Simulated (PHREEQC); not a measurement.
1 kg of water holding 0.52 mol MgCl2, 0.12 mol MgSO4 and 0.055 mol NaCl is evaporated at 15 °C; the solids stay in contact with the brine. The system is closed to CO2. Only these solids could form: Bischofite, Bloedite, Brucite, Epsomite, Halite, Hexahydrite, Kieserite, Mirabilite, Thenardite, MgCl2_4H2O.

Base run: PHREEQC, Pitzer model, pitzer.dat. Each further column changes one thing. The table gives water activity.

| H2O removed (mol) | base | temperature from 15 to 50 °C | temperature from 15 to 25 °C |
|---|---|---|---|
| 0 | 0.968 | 0.969 | 0.968 |
| 18.01 | 0.948 | 0.951 | 0.949 |
| 30.18 | 0.913 | 0.918 | 0.914 |
| 38.4 | 0.846 | 0.857 | 0.849 |
| 43.95 | 0.720 | 0.744 | 0.727 |
| 47.7 | 0.514 | 0.564 | 0.540 |
| 50.23 | 0.332 | 0.369 | 0.343 |

 Constants without temperature data keep their 25 °C values here.
